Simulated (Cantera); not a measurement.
# Thermodynamics of carbothermic reduction, feed Ta₂O₅ + CH₄ + CO

Input: 1 mol Ta₂O₅, a varied amount of CH₄, 0.75 mol CO, held at 2.20 mbar.

Method: chemical equilibrium by Gibbs-energy minimisation in Cantera with the NASA 1993 tables (ideal gas, pure condensed phases). Candidate condensed phases: C, C₆H₆, C₇H₈, C₈H₁₈, H₂O, Ta, TaC, Ta₂O₅; 113 gas species. Mutual solubility and eutectic melting of coexisting phases are not modelled. Condensed phases not in the tables: Ta₂C, N, O or C dissolved in the metal. Rates play no part.

Stable condensed phases:

```
T in K \ n(CH₄) in mol
         0.59    1  1.5  1.9  2.4  2.8  3.3  3.7  4.1  4.6
   2300     A    A    A    A    A    A    A    A    B    B
   2275     A    A    A    A    A    A    A    A    A    B
   2250     A    A    A    A    A    A    A    A    A    B
   2225     A    A    A    A    A    A    A    A    A    B
   2200     A    A    A    A    A    A    A    A    A    A
   2175     A    A    A    A    A    A    A    A    A    A
   2150     A    A    A    A    A    A    A    A    A    A
   2125     A    A    A    A    A    A    A    A    A    A
   2100     A    A    A    A    A    A    A    A    A    A
   2075     A    A    A    A    A    A    A    A    A    A
   2050     A    A    A    A    A    A    A    A    A    A
   2025     A    A    A    A    A    A    A    A    A    A
   2000     A    A    A    A    A    A    A    A    A    A
   1975     A    A    A    A    A    A    A    A    A    A
```

A: Ta + Ta₂O₅; B: Ta.
